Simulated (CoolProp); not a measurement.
A Linde-Hampson liquefier for ethane: isothermal reversible compression at 320 K from 1 atm to 10 MPa, throttling to 1 atm, return gas leaving the recuperator 5 K below the feed. Each further row changes one setting.

Values from CoolProp's reference Helmholtz-energy equation of state, Bücker 2006.

| case | liquid yield per pass | compression work (kJ/kg of gas) |
|---|---|---|
| as stated | 0.426 | 338 |
| as stated | 0.426 | 338 |
| high pressure 20 MPa | 0.458 | 366 |
| warm-end temperature 350 K | 0.279 | 395 |
| warm-end gap 10 K | 0.418 | 338 |
| high pressure 20 MPa | 0.458 | 366 |
| warm-end temperature 350 K | 0.279 | 395 |
| warm-end gap 10 K | 0.418 | 338 |
